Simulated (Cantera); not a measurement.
Input: 1 mol borazine, 3 mol NH₃, 0.94 mol H₂, equilibrated at 775 K and 0.0960 bar.

These are equilibrium values from Cantera (NASA tables, ideal gas, pure condensed phases), not measurements of a reactor. Candidate condensed phases: B, BN; 15 gas species. The feed counts by its element totals alone. Equilibrium is a limit: real reactors are often held back by kinetics, nucleation or transport.

Base state: H₂ 0.849, N₂ 0.151, NH₃ 0.000113 (mole fractions); condensed: BN(s).

Task: What changes in the equilibrium state with this change: borazine replaced by BF₃?

Result: 
```json
[
 {"species": "H₂", "before": "0.849", "after": "0.682"},
 {"species": "N₂", "before": "0.151", "after": "0.188"},
 {"species": "BF₃", "before": "0", "after": "0.124"},
 {"species": "HF", "before": "0", "after": "0.00627"},
 {"species": "NH₃", "before": "0.000113", "after": "9.08e-5"},
 {"species": "BN(s), mol", "before": "3.00", "after": "0.0166"}
]
```
